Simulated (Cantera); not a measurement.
# Pb + H₂ (iron carbonyl, mercury and lead vapours)

Input: 1 mol Pb, 2.3 mol H₂, at 29.0 mbar.

Cantera equilibrium calculation (NASA polynomials, part measured and part estimated; ideal gas, pure solids and liquids). Candidate condensed phases: Pb; 4 gas species. Kinetics and transport are ignored.

```
T (°C)   x H₂      x Pb  n Pb(s)  n Pb(l)
------  -----  --------  -------  -------
227      1.00    <1e-12     1.00        0
277      1.00  5.26e-12     1.00        0
327      1.00  1.78e-10     1.00        0
377      1.00   3.23e-9        0     1.00
427      1.00   3.84e-8        0     1.00
477      1.00   3.27e-7        0    1.000
527     1.000   2.12e-6        0    1.000
577     1.000   1.10e-5        0    1.000
627     1.000   4.72e-5        0    1.000
```
x: gas mole fraction; n: condensed amount in mol.

From 227 °C to 327 °C the condensed part is Pb(s). From 377 °C to 627 °C the condensed part is Pb(l).
